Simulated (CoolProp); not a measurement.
The numbers come from the reference Helmholtz-energy equation of state, Lemmon 2006 in CoolProp. It is a short technical equation, of lower accuracy than the large ones.

Problem. For C2F6 (R116), give the phase and the conductivity (mW/(m K)), Prandtl number, fugacity coefficient at 187.5 K and 9520 kPa; 187.5 K and 11400 kPa.

Solution. 
- 187.5 K and 9520 kPa: liquid; conductivity 83.4, Prandtl number 6.31, fugacity coefficient 0.0112
- 187.5 K and 11400 kPa: liquid; conductivity 84.2, Prandtl number 6.44, fugacity coefficient 0.0103

Viscosity comes from a separate model (Huber 2003), an estimate that may be off by 10 % or more. Thermal conductivity comes from a separate model (Huber 2003), an estimate that may be off by 10 % or more.
